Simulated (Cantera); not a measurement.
Input: 1 mol TiO2, 9.8 mol H2, at 1252 °C and 1.88 Torr.

Equilibrium computed with Cantera from the NASA thermochemical tables; the gas is ideal and each condensed phase is pure. Candidate condensed phases: H2O, Ti, TiO, TiO2, Ti2O3, Ti3O5, Ti4O7; 12 gas species. Mutual solubility and eutectic melting of coexisting phases are not modelled. Condensed phases not in the tables: Magnéli phases beyond Ti4O7. The numbers say what is thermodynamically allowed, not how fast it happens.

Base state: H2 0.981, H2O 0.0188, H 0.000469 (mole fractions); condensed: TiO2(rutile) + Ti4O7(s).

Problem. What changes in the equilibrium state with this change: temperature from 1252 °C to 1150 °C?

Solution. 
| species | before | after |
|---|---|---|
| H2 | 0.981 | 0.991 |
| H2O | 0.0188 | 0.00878 |
| H | 0.000469 | 0.000133 |
| TiO2(rutile), mol | 0.261 | 0.656 |
| Ti4O7(s), mol | 0.185 | 0.0861 |

Problem. What changes in the equilibrium state with this change: TiO2 replaced by Cr2O3?

Solution. 
```tsv
species	before	after
H2	0.981	0.998
H2O	0.0188	0.00146
H	0.000469	0.000473
Cr	0	0.000373
TiO2(rutile), mol	0.261	0
Ti4O7(s), mol	0.185	0
Cr(s), mol	0	0.00586
Cr2O3(s), mol	0	0.995
```
Further candidate phases: Cr, Cr2O3.

Problem. What changes in the equilibrium state with this change: temperature from 1252 °C to 902 °C?

Solution. 
```
species              before     after
-----------------  --------  --------
H2                    0.981     0.999
H2O                  0.0188  0.000799
H                  0.000469   2.45e-6
TiO2(rutile), mol     0.261     0.969
Ti4O7(s), mol         0.185   0.00783
```
